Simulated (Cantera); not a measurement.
A perfectly stirred reactor is fed with 0.304 % CH₂O, 1.76 % O₂, 97.9 % N₂, equivalence ratio 0.17, at 450000 Pa; it is held at 1575 K, and followed from long to short residence time.

Cantera simulation using GRI-Mech 3.0 (53 species, 325 reactions); the numbers are that mechanism's predictions, not measurements.

x: mole fraction; the columns are a selection and need not sum to one.

| τ (s) | x CH₂O | x O₂ | x HCN | x CH₄ | x C₂H₄ | x NO₂ | x NO |
|---|---|---|---|---|---|---|---|
| 28 | 1.17e-8 | 0.0146 | <1e-12 | <1e-12 | <1e-12 | 3.01e-8 | 9.49e-6 |
| 7.4 | 3.46e-8 | 0.0146 | <1e-12 | <1e-12 | <1e-12 | 2.26e-8 | 5.00e-6 |
| 1.9 | 9.55e-8 | 0.0146 | <1e-12 | <1e-12 | <1e-12 | 2.52e-8 | 3.62e-6 |
| 0.51 | 2.44e-7 | 0.0146 | <1e-12 | <1e-12 | <1e-12 | 3.29e-8 | 3.27e-6 |
| 0.13 | 6.22e-7 | 0.0146 | <1e-12 | <1e-12 | <1e-12 | 4.20e-8 | 3.30e-6 |
| 0.035 | … | 0.0146 | <1e-12 | <1e-12 | <1e-12 | 4.30e-8 | 3.24e-6 |
| 0.0091 | … | 0.0147 | <1e-12 | <1e-12 | <1e-12 | … | … |
| 0.0024 | 7.67e-6 | 0.0148 | <1e-12 | <1e-12 | <1e-12 | 1.48e-8 | 1.61e-6 |
| 0.00063 | 1.74e-5 | 0.0151 | <1e-12 | 3.72e-12 | <1e-12 | 5.43e-9 | 7.93e-7 |

### Question
What belongs in the gaps?

### Answer

- 0.035, x CH₂O: 1.48e-6
- 0.0091, x CH₂O: 3.44e-6
- 0.0091, x NO₂: 3.07e-8
- 0.0091, x NO: 2.62e-6
